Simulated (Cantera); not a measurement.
Feed: 1 mol CF₄, a varied amount of H₂, at 2102 °C and 8.25 Torr.

Cantera equilibrium calculation (NASA polynomials, part measured and part estimated; ideal gas, pure solids and liquids). Candidate condensed phases: C, C₆H₆, C₇H₈, C₈H₁₈; 95 gas species. Gases not in the tables: C₂F₆ and larger saturated fluorocarbons. Equilibrium is a limit: real reactors are often held back by kinetics, nucleation or transport.

x: gas mole fraction; n: condensed amount in mol.

```json
[
 {"n(H₂) (mol)": "0.42", "x HF": "0.308", "x H₂": "3.56e-8", "x F": "0.326", "x CF₂": "0.303", "x H": "2.54e-5", "x CF₄": "0.0492", "n C(graphite)": "0"},
 {"n(H₂) (mol)": "0.56", "x HF": "___", "x H₂": "___", "x F": "___", "x CF₂": "___", "x H": "___", "x CF₄": "___", "n C(graphite)": "___"},
 {"n(H₂) (mol)": "0.74", "x HF": "0.481", "x H₂": "1.31e-7", "x F": "0.265", "x CF₂": "0.220", "x H": "4.87e-5", "x CF₄": "0.0236", "n C(graphite)": "0.218"},
 {"n(H₂) (mol)": "0.97", "x HF": "0.586", "x H₂": "2.62e-7", "x F": "0.229", "x CF₂": "0.164", "x H": "6.88e-5", "x CF₄": "0.0131", "n C(graphite)": "0.388"},
 {"n(H₂) (mol)": "1.3", "x HF": "0.722", "x H₂": "6.85e-7", "x F": "0.174", "x CF₂": "0.0948", "x H": "0.000111", "x CF₄": "0.00439", "n C(graphite)": "0.624"},
 {"n(H₂) (mol)": "1.7", "x HF": "0.875", "x H₂": "___", "x F": "___", "x CF₂": "___", "x H": "___", "x CF₄": "___", "n C(graphite)": "___"},
 {"n(H₂) (mol)": "2.2", "x HF": "0.939", "x H₂": "0.0348", "x F": "0.00100", "x CF₂": "3.17e-6", "x H": "0.0251", "x CF₄": "4.88e-12", "n C(graphite)": "0.998"},
 {"n(H₂) (mol)": "3", "x HF": "0.778", "x H₂": "0.166", "x F": "0.000380", "x CF₂": "4.54e-7", "x H": "0.0548", "x CF₄": "<1e-12", "n C(graphite)": "0.989"},
 {"n(H₂) (mol)": "3.9", "x HF": "0.654", "x H₂": "0.274", "x F": "0.000249", "x CF₂": "1.95e-7", "x H": "0.0704", "x CF₄": "<1e-12", "n C(graphite)": "0.979"},
 {"n(H₂) (mol)": "5.1", "x HF": "0.540", "x H₂": "0.375", "x F": "0.000176", "x CF₂": "9.70e-8", "x H": "0.0824", "x CF₄": "<1e-12", "n C(graphite)": "0.965"},
 {"n(H₂) (mol)": "6.8", "x HF": "0.433", "x H₂": "0.471", "x F": "0.000126", "x CF₂": "4.98e-8", "x H": "0.0923", "x CF₄": "<1e-12", "n C(graphite)": "0.945"},
 {"n(H₂) (mol)": "9", "x HF": "0.345", "x H₂": "0.551", "x F": "9.28e-5", "x CF₂": "2.70e-8", "x H": "0.0998", "x CF₄": "<1e-12", "n C(graphite)": "0.919"},
 {"n(H₂) (mol)": "12", "x HF": "0.271", "x H₂": "0.620", "x F": "6.86e-5", "x CF₂": "1.47e-8", "x H": "0.106", "x CF₄": "<1e-12", "n C(graphite)": "0.884"}
]
```

Problem. Complete the blanks.

Solution. 
- 1.7, x H₂: 3.41e-6
- 1.7, x F: 0.0945
- 1.7, x CF₂: 0.0280
- 1.7, x H: 0.000248
- 1.7, x CF₄: 0.000382
- 1.7, n C(graphite): 0.881
- 0.56, x HF: 0.389
- 0.56, x H₂: 6.99e-8
- 0.56, x F: 0.293
- 0.56, x CF₂: 0.270
- 0.56, x H: 3.56e-5
- 0.56, x CF₄: 0.0355
- 0.56, n C(graphite): 0.0842
